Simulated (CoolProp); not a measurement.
Vapour-liquid equilibrium of R125 (1) + isobutane (2) at -44.85 °C; x and y are mole fractions of (1).

Values from CoolProp's multi-fluid Helmholtz-energy mixture model, Lemmon 2005 and Bücker 2006; pair parameters Bell 2016.

```
x     bubble pressure, mixture model (kPa)  bubble pressure, Raoult's law (kPa)  y, mixture model  y, Raoult's law
----  ------------------------------------  -----------------------------------  ----------------  ---------------
0.05                                 46.31                                27.09             0.535            0.219
0.15                                 80.62                                36.71             0.751            0.484
0.25                                 100.5                                46.33             0.812            0.639
0.35                                 110.7                                55.95             0.837            0.741
0.45                                 115.2                                65.57             0.848            0.813
0.55                                 116.9                                75.19             0.853            0.867
0.65                                 117.8                                84.80             0.857            0.908
0.75                                 118.9                                94.42             0.864            0.941
0.85                                 120.4                                104.0             0.884            0.968
0.95                                 120.6                                113.7             0.940            0.990
```

The largest gap from Raoult's law is +119.6 % in bubble pressure, at x = 0.15. y crosses x between x = 0.85 and 0.95: the model has an azeotrope there.

The pair parameters rest on a limited set of measurements; away from them the model extrapolates. With so large a gap from Raoult's law the liquid may split in two, which this calculation doesn't test in full.
